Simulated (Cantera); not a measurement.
Charge: 1 mol Zr, 2.3 mol H₂O, 35 mol N₂, at 0.100 bar.

These are equilibrium values from Cantera (NASA tables, ideal gas, pure condensed phases), not measurements of a reactor. Candidate condensed phases: H₂O, Zr, ZrN, ZrO₂; 28 gas species. Equilibrium is a limit: real reactors are often held back by kinetics, nucleation or transport. All values below are at 1800 K.

Base state: N₂ 0.938, H₂ 0.0535, H₂O 0.00804, H 0.000262 (mole fractions); condensed: ZrO₂(tetragonal).

What changes in the equilibrium state with this change: pressure from 0.100 bar to 0.00133 bar?


```
species                  before    after
---------------------  --------  -------
N₂                        0.938    0.937
H₂                       0.0535   0.0524
H₂O                     0.00804  0.00801
H                      0.000262  0.00225
OH                      2.60e-6  2.26e-5
ZrO₂(tetragonal), mol      1.00     1.00
```
